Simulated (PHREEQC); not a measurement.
A column of 0.2 m (40 cells, dispersivity 0.01 m, 300 s a shift, diffusion coefficient 3e-10 m²/s) holds 0.043 eq of the database's cation exchanger X per kg of pore water, first in equilibrium with 0.0032 mol ZnCl2, 0.012 mol ZnSO4 and 1e-05 mol HCl per kg of water. It is flushed with 23 mmol/kgw LiCl, 0.82 mmol/kgw NaCl and 0.01 mmol/kgw HCl, at 25 °C. Values are for the last cell. CO2 from the air is kept out. Precipitation was switched off in this run.

Equilibrium calculation in PHREEQC: ion-association model, phreeqc.dat.

| pore volumes | Li in solution (mol/kgw) | S in solution (mol/kgw) | Na in solution (mol/kgw) | Zn in solution (mol/kgw) |
|---|---|---|---|---|
| 0 | 0 | 0.0120 | 0 | 0.0152 |
| 0.6125 | (withheld) | 0.0111 | 1.97e-5 | 0.0146 |
| 1.012 | 0.00769 | (withheld) | 0.000245 | 0.00933 |
| 1.613 | 0.0163 | 0.000531 | 0.000542 | 0.00365 |
| 2.212 | 0.0191 | (withheld) | 0.000653 | 0.00202 |
| 2.812 | 0.0203 | 1.80e-6 | 0.000703 | 0.00140 |
| 3.212 | (withheld) | 2.44e-7 | (withheld) | 0.00117 |
| 3.812 | 0.0212 | (withheld) | 0.000741 | 0.000946 |
| 4.412 | 0.0215 | 5.55e-10 | 0.000754 | 0.000797 |
| 5.013 | 0.0217 | (withheld) | 0.000762 | 0.000692 |
| 5.412 | 0.0218 | 3.34e-12 | 0.000767 | 0.000638 |
| 6.013 | 0.0219 | 1.55e-13 | 0.000773 | 0.000571 |

### Question
What belongs in the gaps?

### Answer

- 0.6125, Li in solution (mol/kgw): 0.000670
- 1.012, S in solution (mol/kgw): 0.00507
- 2.212, S in solution (mol/kgw): 3.38e-5
- 3.212, Li in solution (mol/kgw): 0.0208
- 3.212, Na in solution (mol/kgw): 0.000722
- 3.812, S in solution (mol/kgw): 1.18e-8
- 5.013, S in solution (mol/kgw): 2.59e-11
